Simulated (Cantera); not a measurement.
Cantera run:

```python
import numpy as np
import cantera as ct

gas_names = """
    AL ALH ALN AL2 H H2 N NH NH2 NH3 N2 N2H2 N2H4
""".split()
cond_names = """
    AL(cr) AL(L) ALN(s)
""".split()


# ... load() reads the species with a 1 bar reference pressure and builds the phases ...
atoms = {
    'Al': {'AL': 1},
    'NH3': {'N': 1, 'H': 3},
    'H2': {'H': 2},
}
top_T = {'ALN(s)': 2750}  # K; cautious upper limits of use, not melting points


# ... equilibrate(T, P, feed) seeds the gas with the atoms and calls Mixture.equilibrate('TP', solver="vcs", rtol=1e-11, max_steps=5000) ...
results = []
feed = {'Al': 1, 'NH3': 17, 'H2': 1.8}  # mol
T = 1823  # K
P = 62  # Pa
mix = equilibrate(T, P, feed)
results.append((T, P, feed, dict(zip(mix.species_names, mix.species_moles))))
print(gas.report(threshold=0.0001))
for i in range(1, mix.n_phases):
    print(f"{mix.phase(i).name:16s} {mix.phase_moles(i):12.5e} mol")
```

Result:

```
       temperature   1823 K
          pressure   62 Pa
           density   3.5324e-05 kg/m^3
  mean mol. weight   8.6358 kg/kmol
   phase of matter   gas

                          1 kg             1 kmol
                     ---------------   ---------------
          enthalpy        6.8441e+06        5.9105e+07  J
   internal energy         5.089e+06        4.3947e+07  J
           entropy             30955        2.6732e+05  J/K
    Gibbs function       -4.9586e+07       -4.2822e+08  J
 heat capacity c_p              3882             33525  J/K
 heat capacity c_v            2919.3             25210  J/K

                      mass frac. Y      mole frac. X     chem. pot. / RT
                     ---------------   ---------------   ---------------
                AL          0.083519          0.026731           -11.507
               ALH        0.00078841        0.00024325           -24.953
                 H         0.0017339          0.014855           -13.446
                H2           0.17015           0.72888           -26.891
                N2            0.7438           0.22929           -35.491
     [   +8 minor]         2.336e-06        3.7858e-07

AL(L)             0.00000e+00 mol
ALN(s)            0.00000e+00 mol
```

Equilibrium computed with Cantera from the NASA thermochemical tables; the gas is ideal and each condensed phase is pure.
